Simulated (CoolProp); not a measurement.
Vapour-liquid equilibrium of diethyl ether (1) + ethanol (2) at 0.115 MPa; x and y are mole fractions of (1).

Values from CoolProp's multi-fluid Helmholtz-energy mixture model, Thol 2014 and Schroeder 2014; pair parameters Bell 2016.

| x | bubble temperature, mixture model (K) | bubble temperature, Raoult's law (K) | y, mixture model | y, Raoult's law |
|---|---|---|---|---|
| 0.05 | 347.2 | 351.4 | 0.287 | 0.167 |
| 0.15 | 335.8 | 345.1 | 0.595 | 0.424 |
| 0.25 | 328.6 | 339.3 | 0.732 | 0.601 |
| 0.35 | 324.0 | 334.1 | 0.802 | 0.725 |
| 0.45 | 320.9 | 329.4 | 0.842 | 0.811 |
| 0.55 | 318.7 | 325.3 | 0.871 | 0.873 |
| 0.65 | 317.0 | 321.6 | 0.895 | 0.917 |
| 0.75 | 315.4 | 318.2 | 0.918 | 0.950 |
| 0.85 | 313.7 | 315.2 | 0.946 | 0.974 |
| 0.95 | 312.1 | 312.5 | 0.979 | 0.992 |

The largest gap from Raoult's law is -10.7 K in bubble temperature, at x = 0.25. No azeotrope shows between x = 0.05 and 0.95.

The pair parameters rest on a limited set of measurements; away from them the model extrapolates.
